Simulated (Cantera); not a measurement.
## Thermodynamics of hydrogen reduction and annealing atmospheres, feed Fe₃O₄ + H₂ + N₂

Input: 1 mol Fe₃O₄, 18 mol H₂, 1.3 mol N₂, equilibrated at 0.100 bar.

Equilibrium computed with Cantera from the NASA thermochemical tables; the gas is ideal and each condensed phase is pure. Candidate condensed phases: Fe, FeO, Fe(OH)₂, Fe(OH)₃, Fe₂O₃, Fe₃O₄, H₂O; 27 gas species. The numbers say what is thermodynamically allowed, not how fast it happens.

```json
[
 {"T (K)": "1750", "x H₂": "0.725", "x H₂O": "0.207", "x N₂": "0.0673", "x H": "0.000626", "x Fe": "0.000139", "x OH": "1.05e-5", "x Fe(OH)₂": "1.38e-5", "n Fe(δ)": "3.00", "n Fe(l)": "0"},
 {"T (K)": "1775", "x H₂": "0.725", "x H₂O": "0.207", "x N₂": "0.0673", "x H": "0.000779", "x Fe": "0.000204", "x OH": "1.39e-5", "x Fe(OH)₂": "1.61e-5", "n Fe(δ)": "3.00", "n Fe(l)": "0"},
 {"T (K)": "1800", "x H₂": "0.724", "x H₂O": "0.207", "x N₂": "0.0673", "x H": "0.000964", "x Fe": "0.000295", "x OH": "1.82e-5", "x Fe(OH)₂": "1.88e-5", "n Fe(δ)": "2.99", "n Fe(l)": "0"},
 {"T (K)": "1825", "x H₂": "0.724", "x H₂O": "0.207", "x N₂": "0.0673", "x H": "0.00119", "x Fe": "0.000418", "x OH": "2.37e-5", "x Fe(OH)₂": "2.15e-5", "n Fe(δ)": "0", "n Fe(l)": "2.99"},
 {"T (K)": "1850", "x H₂": "0.724", "x H₂O": "0.207", "x N₂": "0.0673", "x H": "0.00145", "x Fe": "0.000585", "x OH": "3.06e-5", "x Fe(OH)₂": "2.45e-5", "n Fe(δ)": "0", "n Fe(l)": "2.99"},
 {"T (K)": "1875", "x H₂": "0.723", "x H₂O": "0.207", "x N₂": "0.0672", "x H": "0.00176", "x Fe": "0.000811", "x OH": "3.93e-5", "x Fe(OH)₂": "2.78e-5", "n Fe(δ)": "0", "n Fe(l)": "2.98"},
 {"T (K)": "1900", "x H₂": "0.723", "x H₂O": "0.207", "x N₂": "0.0672", "x H": "0.00213", "x Fe": "0.00111", "x OH": "5.01e-5", "x Fe(OH)₂": "3.14e-5", "n Fe(δ)": "0", "n Fe(l)": "2.98"},
 {"T (K)": "1925", "x H₂": "0.722", "x H₂O": "0.207", "x N₂": "0.0672", "x H": "0.00257", "x Fe": "0.00152", "x OH": "6.35e-5", "x Fe(OH)₂": "3.54e-5", "n Fe(δ)": "0", "n Fe(l)": "2.97"},
 {"T (K)": "1950", "x H₂": "0.721", "x H₂O": "0.206", "x N₂": "0.0671", "x H": "0.00308", "x Fe": "0.00205", "x OH": "8.00e-5", "x Fe(OH)₂": "3.97e-5", "n Fe(δ)": "0", "n Fe(l)": "2.96"},
 {"T (K)": "1975", "x H₂": "0.720", "x H₂O": "0.206", "x N₂": "0.0670", "x H": "0.00367", "x Fe": "0.00274", "x OH": "0.000100", "x Fe(OH)₂": "4.44e-5", "n Fe(δ)": "0", "n Fe(l)": "2.95"},
 {"T (K)": "2000", "x H₂": "0.719", "x H₂O": "0.206", "x N₂": "0.0670", "x H": "0.00436", "x Fe": "0.00365", "x OH": "0.000125", "x Fe(OH)₂": "4.95e-5", "n Fe(δ)": "0", "n Fe(l)": "2.93"},
 {"T (K)": "2025", "x H₂": "0.718", "x H₂O": "0.205", "x N₂": "0.0669", "x H": "0.00516", "x Fe": "0.00481", "x OH": "0.000154", "x Fe(OH)₂": "5.50e-5", "n Fe(δ)": "0", "n Fe(l)": "2.90"}
]
```
x: gas mole fraction; n: condensed amount in mol.

From 1750 K to 1800 K the condensed part is Fe(δ). From 1825 K to 2025 K the condensed part is Fe(l). The main Fe-bearing gas is Fe throughout.
